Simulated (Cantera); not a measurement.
Charge: 1 mol MgO, 42 mol HF, 4.1 mol O2, at 700 K and 0.510 bar.

Cantera equilibrium calculation (NASA polynomials, part measured and part estimated; ideal gas, pure solids and liquids). Candidate condensed phases: H2O, Mg, MgF2, MgO, Mg(OH)2; 31 gas species. Equilibrium is a limit: real reactors are often held back by kinetics, nucleation or transport.

Question: What is the equilibrium state?

Answer: 
```json
{
  "x(HF)": "0.887",
  "x(O2)": "0.0909",
  "x(H2O)": "0.0222",
  "x(H2F2)": "7.24e-5",
  "n(MgF2(s))": "1.00 mol",
  "gas_amount": "45.10 mol",
  "log10 activity of Mg(s) (absent)": "-49.54"
}
```
